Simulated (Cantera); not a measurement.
Charge: 1 mol SiHCl3, 0.9 mol N2, at 700 °C and 1.00 bar.

Method: chemical equilibrium by Gibbs-energy minimisation in Cantera with the NASA 1993 tables (ideal gas, pure condensed phases). Candidate condensed phases: NH4Cl, Si, Si3N4; 28 gas species. N2 is the only nitrogen source here; it is nearly inert below about 1500 K, so the nitride shown seldom forms there in practice. The tables' values for SiCl3 are old estimates; treat these amounts as uncertain. Rates play no part.

Base state: N2 0.317, SiCl4 0.302, HCl 0.269, H2 0.112, SiHCl3 0.000706, SiCl3 2.58e-5, NH3 1.47e-5 (mole fractions); condensed: Si3N4(s).

Q: What changes in the equilibrium state with this change: pressure from 1.00 bar to 0.0150 bar?

A: 
```
species          before     after
-------------  --------  --------
HCl               0.269     0.323
N2                0.317     0.306
SiCl4             0.302     0.287
H2                0.112    0.0834
NH3             1.47e-5   1.40e-7
SiCl3           2.58e-5  0.000144
SiHCl3         0.000706  0.000416
Si3N4(s), mol     0.129     0.138
```
